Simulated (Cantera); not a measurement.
Standard-state values (1 bar) from the NASA 1993 polynomials, evaluated with Cantera. Values are per mole of reaction as written; species without (g) are pure solids or liquids, kept so even where they would boil at 1 bar. The tables' values for SiF2 are old estimates.

Q: Between 1223 and 1373 K, where is each reaction favourable under standard conditions?
- 3 N2(g) + 3 SiF2(g) ⇌ 2 NF3(g) + Si3N4
- 2 N2(g) + 3 SiF4(g) ⇌ 6 F2(g) + Si3N4
- 3 F2(g) + Si3N4 ⇌ 3 SiF2(g) + 2 N2(g)

A: 
- 3 N2(g) + 3 SiF2(g) ⇌ 2 NF3(g) + Si3N4: ΔG° is 1612 kJ at 1223 K and 1712 kJ at 1373 K; it stays positive (K < 1). ΔH° is 797 kJ and ΔS° -667 J/K at 1373 K.
- 2 N2(g) + 3 SiF4(g) ⇌ 6 F2(g) + Si3N4: ΔG° is 3979 kJ at 1223 K and 3963 kJ at 1373 K; it stays positive (K < 1). ΔH° is 4107 kJ and ΔS° 105 J/K at 1373 K.
- 3 F2(g) + Si3N4 ⇌ 3 SiF2(g) + 2 N2(g): ΔG° is -1536 kJ at 1223 K and -1597 kJ at 1373 K; it stays negative (K > 1). ΔH° is -1048 kJ and ΔS° 399 J/K at 1373 K.
